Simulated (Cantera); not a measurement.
Cantera run:

```python
import numpy as np
import cantera as ct

gas_names = """
    Hg N NO NO2 NO3 N2 N2O O O2 O3
""".split()
cond_names = """
    Hg(cr) Hg(L) HgO(s)
""".split()


# ... load() reads the species with a 1 bar reference pressure and builds the phases ...
atoms = {
    'Hg': {'Hg': 1},
    'O2': {'O': 2},
    'N2': {'N': 2},
}
top_T = {}  # K; cautious upper limits of use, not melting points


# ... equilibrate(T, P, feed) seeds the gas with the atoms and calls Mixture.equilibrate('TP', solver="vcs", rtol=1e-11, max_steps=5000) ...
results = []
feed = {'Hg': 1, 'O2': 0.051, 'N2': 0.34}  # mol
T = 1425  # K
P = 58000  # Pa
mix = equilibrate(T, P, feed)
results.append((T, P, feed, dict(zip(mix.species_names, mix.species_moles))))
x = sorted(zip(gas.X, gas.species_names), reverse=True)
print(f"T = {T:g} K  P = {P:g} Pa  gas = {mix.phase_moles(0):.4g} mol")
print("   x: " + "  ".join(f"{s} {v:.3e}" for v, s in x if v > 0.0001))
print("   condensed (mol): " + ("  ".join(f"{mix.phase(i).name} {mix.phase_moles(i):.4g}"
      for i in range(1, mix.n_phases) if mix.phase_moles(i) > 1e-12) or "none"))
```

Output:

```
T = 1425 K  P = 58000 Pa  gas = 1.391 mol
   x: Hg 7.189e-01  N2 2.443e-01  O2 3.657e-02  NO 1.933e-04
   condensed (mol): none
```

Cantera equilibrium calculation (NASA polynomials, part measured and part estimated; ideal gas, pure solids and liquids).
